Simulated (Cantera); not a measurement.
A perfectly stirred reactor is fed with CH4 : O2 : N2 = 1 : 2.86 : 10.7 (molar parts), equivalence ratio 0.70, at 9.90 bar; it is adiabatic with a 450 K inlet, and is followed from long to short residence time, starting on the burning branch (τ in s: 0.1, 0.05, 0.024, 0.012, 0.0058, 0.0028, 0.0014, 0.00067, 0.00033, 0.00016, 7.8e-05, 3.8e-05).

Model: GRI-Mech 3.0 (53 species, 325 reactions), integrated in Cantera.

x: mole fraction; the columns are a selection and need not sum to one.

```tsv
τ (s)	T (K)	x CH4	x O2	x H	x CH3	x H2O2	x NO2
0.10	1960	1.93e-6	0.0588	2.88e-6	5.32e-7	1.78e-7	…
0.050	1960	3.71e-6	0.0589	3.31e-6	1.03e-6	1.85e-7	…
0.024	1959	7.22e-6	0.0589	4.22e-6	2.01e-6	2.01e-7	…
0.012	1958	1.30e-5	0.0590	5.92e-6	3.65e-6	2.26e-7	…
0.0058	1955	2.32e-5	0.0591	9.44e-6	6.55e-6	2.71e-7	1.29e-7
0.0028	1951	4.00e-5	0.0593	1.64e-5	1.13e-5	3.42e-7	1.20e-7
0.0014	1945	6.60e-5	0.0596	2.90e-5	1.83e-5	4.42e-7	1.18e-7
0.00067	1934	0.000113	0.0601	5.40e-5	3.03e-5	5.91e-7	1.13e-7
0.00033	1917	0.000192	0.0611	9.75e-5	4.90e-5	7.92e-7	…
0.00016	1888	0.000352	0.0629	0.000171	8.24e-5	1.09e-6	…
7.8e-5	1829	0.000803	0.0671	0.000263	0.000159	1.62e-6	…
3.8e-5	450	0.0687	0.196	<1e-12	<1e-12	<1e-12	<1e-12
```

### Question
Complete the blanks.

### Answer

- 0.10, x NO2: 5.88e-7
- 0.050, x NO2: 3.48e-7
- 0.024, x NO2: 2.17e-7
- 0.012, x NO2: 1.57e-7
- 0.00033, x NO2: 1.01e-7
- 0.00016, x NO2: 8.08e-8
- 7.8e-5, x NO2: 5.22e-8
